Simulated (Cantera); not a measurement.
Feed: 1 mol (CH3)2SiCl2, 17 mol H2, held at 1452 °C and 27000 Pa.

These are equilibrium values from Cantera (NASA tables, ideal gas, pure condensed phases), not measurements of a reactor. Candidate condensed phases: C, C6H6, C7H8, C8H18, Si, SiC; 109 gas species. The feed counts by its element totals alone. The tables' values for SiCl3 are old estimates; treat these amounts as uncertain. Rates play no part.

Base state: H2 0.905, HCl 0.0940, SiCl2 0.000567, H 0.000340, CH4 0.000221, C2H2 (acetylene) 8.34e-5, Cl 2.74e-5, SiCl3 2.07e-5 (mole fractions); condensed: C(graphite) + SiC(s).

What changes in the equilibrium state with this change: temperature from 1452 °C to 2250 °C?


```csv
species,before,after
H2,0.905,0.843
HCl,0.0940,0.0818
H,0.000340,0.0491
C2H2 (acetylene),8.34e-5,0.0100
Si,6.33e-8,0.00528
SiC2,<1e-9,0.00146
Si2C,<1e-9,0.000801
C2H,<1e-9,4.41e-5
Si2,<1e-9,3.69e-5
"C(graphite), mol",1.00,0.760
"SiC(s), mol",0.988,0.713
```
The tables' values for SiCl are old estimates; treat these amounts as uncertain. Gases not in the tables: Si2H6 and higher silanes.

What changes in the equilibrium state with this change: 1 mol Cl2 added?


```csv
species,before,after
H2,0.905,0.820
HCl,0.0940,0.177
SiCl2,0.000567,0.00221
SiCl4,1.42e-6,2.16e-5
SiCl3,2.07e-5,0.000160
SiHCl3,2.83e-6,2.07e-5
"C(graphite), mol",1.00,1.05
"SiC(s), mol",0.988,0.947
```
